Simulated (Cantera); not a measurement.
Input: 1 mol Al(CH3)3, 100 mol NH3, 1.3 mol N2, 0.4 mol O2, at 7.50 Torr.

Equilibrium computed with Cantera from the NASA thermochemical tables; the gas is ideal and each condensed phase is pure. Candidate condensed phases: Al, AlN, Al2O3, C, C6H6, C7H8, C8H18, H2O; 148 gas species. The feed counts by its element totals alone. Mutual solubility and eutectic melting of coexisting phases are not modelled. Kinetics and transport are ignored.

Which condensed phases are stable at each of these points (T (°C)): 577, 677, 777, 877, 977, 1077, 1177, 1277?


| T (°C) | condensed phases | Al condensed (%) |
|---|---|---|
| 577 | AlN(s) + Al2O3(s) + C(graphite) | 100.0 |
| 677 | AlN(s) + Al2O3(s) + C(graphite) | 100.0 |
| 777 | AlN(s) + Al2O3(s) + C(graphite) | 100.0 |
| 877 | AlN(s) + Al2O3(s) + C(graphite) | 100.0 |
| 977 | AlN(s) + C(graphite) | 100.0 |
| 1077 | AlN(s) + C(graphite) | 100.0 |
| 1177 | AlN(s) + C(graphite) | 100.0 |
| 1277 | AlN(s) + C(graphite) | 100.0 |

From 577 °C to 877 °C the condensed part is AlN(s) + Al2O3(s) + C(graphite). From 977 °C to 1277 °C the condensed part is AlN(s) + C(graphite).
